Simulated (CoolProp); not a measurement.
Vapour-liquid equilibrium of propane (1) + dimethyl ether (2) at 268.5 K; x and y are mole fractions of (1).

Values from CoolProp's multi-fluid Helmholtz-energy mixture model, Lemmon 2009 and Wu 2011; pair parameters Bell 2016.

Task: Give the bubble pressure and the first vapour's composition at x = 0.5, 0.575, 0.8. Is there an azeotrope?

Result: x = 0.5: 371.8 kPa, y = 0.634; x = 0.575: 382.6 kPa, y = 0.682; x = 0.8: 405.1 kPa, y = 0.829. No azeotrope shows between x = 0.05 and 0.95.

Pair parameters are fitted to limited data, so mixtures are less certain than the pure fluids.
